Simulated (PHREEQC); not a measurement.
PHREEQC input (ion-association model, wateq4f.dat):

```
SOLUTION_MASTER_SPECIES
  An  An-  0  An  62.0  # stands for a non-complexing anion
SOLUTION_SPECIES
  An- = An-
    -log_k 0
    -gamma 3.0 0
PHASES
  Fix_H+
    H+ = H+
    -log_k 0
SOLUTION 1
  temp 25
  units mmol/kgw
  pH 7 charge
  Cl 0.36
  Ba 0.18
  Na 10
  An 10
END
SELECTED_OUTPUT 1
  -reset false
  -pH true
  -pe true
  -ionic_strength true
  -water true
  -totals Ba Cl Na
  -molalities Hfo_wOH Hfo_wOH2+ Hfo_wO- Hfo_sOH Hfo_sOH2+ Hfo_sO- Hfo_sOHBa+2 Hfo_wOBa+
  -saturation_indices Halite
USER_PUNCH 1
  -headings sigma psi
  10 PUNCH EDL("sigma", "Hfo"), EDL("psi", "Hfo")
PRINT
  -reset false
USE solution 1
SURFACE 1
  Hfo_wOH 0.00119101 600 0.53
  Hfo_sOH 2.97753e-05
EQUILIBRIUM_PHASES 1
  Fix_H+ -4 HAn 10
    -force_equality true
  O2(g) -0.68 10
END
# ... the last block is repeated for the other 16 points of pH, with NaOH or the acid as the point needs
```

Selected output (columns that matter, 17 of 17 rows; pH added in front):

```
pH	mu	Ba	Na	m_Hfo_wOH	m_Hfo_wOH2+	m_Hfo_wO-	m_Hfo_sOH	m_Hfo_sOH2+	m_Hfo_sO-	m_Hfo_sOHBa+2	m_Hfo_wOBa+	si_Halite	sigma	psi
4	0.011012	0.00018	0.01	0.00046927	0.00071468	7.0588e-06	1.1732e-05	1.7867e-05	1.7647e-07	2.4401e-10	2.7338e-14	-7.1195	0.22009	0.18382
4.38	0.010876	0.00018	0.01	0.00059587	0.00058115	1.3996e-05	1.4896e-05	1.4528e-05	3.499e-07	7.3278e-10	1.2821e-13	-7.119	0.1764	0.17279
4.75	0.010787	0.00018	0.01	0.00069868	0.00046846	2.3871e-05	1.7466e-05	1.1711e-05	5.9674e-07	2.2348e-09	5.6876e-13	-7.1187	0.13828	0.16053
5.12	0.010723	0.00017999	0.01	0.00077746	0.0003768	3.6749e-05	1.9432e-05	9.4177e-06	9.1852e-07	7.1463e-09	2.5166e-12	-7.1184	0.10577	0.14698
5.5	0.010672	0.00017998	0.01	0.00083435	0.00030424	5.2418e-05	2.0841e-05	7.5996e-06	1.3094e-06	2.4985e-08	1.1702e-11	-7.1182	0.078336	0.13181
5.88	0.010634	0.00017991	0.01	0.00087092	0.0002508	6.9283e-05	2.1705e-05	6.2504e-06	1.7266e-06	9.3412e-08	5.5523e-11	-7.1181	0.05651	0.11539
6.25	0.010606	0.00017964	0.01	0.00089216	0.00021341	8.5442e-05	2.2035e-05	5.2709e-06	2.1103e-06	3.5922e-07	2.5937e-10	-7.118	0.040007	0.098272
6.62	0.010581	0.00017858	0.01	0.0009042	0.00018626	0.00010056	2.1525e-05	4.434e-06	2.3939e-06	1.4222e-06	1.2371e-09	-7.1179	0.027487	0.080225
7	0.010554	0.00017469	0.01	0.0009111	0.00016383	0.00011607	1.8718e-05	3.3658e-06	2.3846e-06	5.3072e-06	6.1283e-09	-7.1178	0.018014	0.061236
7.38	0.010516	0.00016591	0.01	0.00091414	0.00014257	0.00013427	1.2058e-05	1.8807e-06	1.7711e-06	1.4065e-05	2.9164e-08	-7.1176	0.011098	0.042413
7.75	0.010508	0.00015659	0.010028	0.00091311	0.00012515	0.00015262	4.9818e-06	6.8278e-07	8.327e-07	2.3278e-05	1.328e-07	-7.1164	0.0057837	0.023846
8.12	0.010511	0.00015136	0.010055	0.00090985	0.00011366	0.00016686	1.358e-06	1.6964e-07	2.4905e-07	2.7999e-05	6.406e-07	-7.1152	0.0010174	0.004341
8.5	0.010517	0.00014732	0.010082	0.00090403	0.00010449	0.00017919	2.973e-07	3.436e-08	5.8928e-08	2.9385e-05	3.298e-06	-7.1141	-0.0038422	-0.016142
8.88	0.010518	0.00013503	0.010128	0.00088745	9.1858e-05	0.00019641	7.0988e-08	7.3479e-09	1.5711e-08	2.9681e-05	1.5292e-05	-7.1121	-0.0090747	-0.035788
9.25	0.010505	0.00010126	0.010225	0.00084275	7.1411e-05	0.00022784	2.575e-08	2.1819e-09	6.9615e-09	2.974e-05	4.9001e-05	-7.1079	-0.014551	-0.052535
9.62	0.010493	5.286e-05	0.010369	0.00076974	4.9465e-05	0.00027441	1.5611e-08	1.0032e-09	5.5653e-09	2.9753e-05	9.7386e-05	-7.1018	-0.020651	-0.067316
10	0.010537	1.7769e-05	0.010532	0.00070067	3.4816e-05	0.00032304	1.3511e-08	6.7133e-10	6.229e-09	2.9755e-05	0.00013247	-7.0952	-0.029204	-0.083189
```
